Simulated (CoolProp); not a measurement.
Properties of carbonyl sulfide along the isotherm 155.05 °C (Tc = 105.6 °C, pc = 63.69 bar, ω = 0.098).

Values from CoolProp's reference Helmholtz-energy equation of state, Lemmon 2006. It is a short technical equation, of lower accuracy than the large ones.

| p (bar) | phase | density (kg/m³) | cp (kJ/(kg K)) | cv (kJ/(kg K)) | Joule-Thomson coefficient (K/MPa) | fugacity coefficient |
|---|---|---|---|---|---|---|
| 7.35 | gas | 12.74 | 0.8021 | 0.6466 | 8.740 | 0.9738 |
| 14.7 | gas | 26.23 | 0.8286 | 0.6528 | 8.882 | 0.9479 |
| 22 | gas | 40.48 | 0.8594 | 0.6594 | 9.018 | 0.9224 |
| 29.4 | gas | 55.92 | 0.8961 | 0.6664 | 9.147 | 0.8968 |
| 36.7 | gas | 72.31 | 0.9395 | 0.6739 | 9.261 | 0.8718 |
| 44.1 | gas | 90.33 | 0.9927 | 0.6820 | 9.354 | 0.8467 |
| 51.4 | gas | 109.8 | 1.057 | 0.6906 | 9.414 | 0.8221 |
| 58.8 | gas | 131.5 | 1.139 | 0.7001 | 9.426 | 0.7973 |
| 66.1 | supercritical | 155.4 | 1.242 | 0.7102 | 9.372 | 0.7732 |
| 73.5 | supercritical | 182.7 | 1.375 | 0.7212 | 9.223 | 0.7488 |
| 80.8 | supercritical | 213.3 | 1.544 | 0.7329 | 8.953 | 0.7251 |
| 88.2 | supercritical | 249.0 | 1.759 | 0.7451 | 8.520 | 0.7013 |
| 95.5 | supercritical | 289.1 | 2.008 | 0.7566 | 7.915 | 0.6781 |
